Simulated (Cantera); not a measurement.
Feed: 1 mol MgO, 1.4 mol H2S, 0.19 mol CO2, held at 1375 K and 7.50 Torr.

Cantera equilibrium calculation (NASA polynomials, part measured and part estimated; ideal gas, pure solids and liquids). Candidate condensed phases: C, C6H6, C7H8, C8H18, H2O, H2SO4, Mg, MgCO3, MgO, Mg(OH)2, MgS, MgSO4, S; 130 gas species. Kinetics and transport are ignored.

Base state: H2 0.425, S2 0.252, H2S 0.150, H2O 0.0813, CO 0.0808, CO2 0.00748, SH 0.00308, COS 0.000928 (mole fractions); condensed: MgO(s).

Problem. What changes in the equilibrium state with this change: temperature from 1375 K to 723 K?

Solution. 
| species | before | after |
|---|---|---|
| H2S | 0.150 | 0.839 |
| CO2 | 0.00748 | 0.0962 |
| H2O | 0.0813 | 0.0229 |
| H2 | 0.425 | 0.0110 |
| S2 | 0.252 | 0.00849 |
| COS | 0.000928 | 0.0157 |
| CO | 0.0808 | 0.00600 |
| SO | 9.52e-5 | <1e-9 |
| S | 4.20e-5 | <1e-9 |
| MgO(s), mol | 1.00 | 1.00 |
Gases not in the tables: S3 to S7.

Problem. What changes in the equilibrium state with this change: H2S from 1.4 to 0.35 mol?

Solution. 
```
species        before     after
-----------  --------  --------
H2              0.425     0.237
S2              0.252     0.212
CO             0.0808     0.196
H2O            0.0813     0.193
CO2           0.00748    0.0774
H2S             0.150    0.0768
SO2          0.000143   0.00238
SO            9.52e-5  0.000372
S2O           6.91e-5  0.000248
MgO(s), mol      1.00      1.00
```
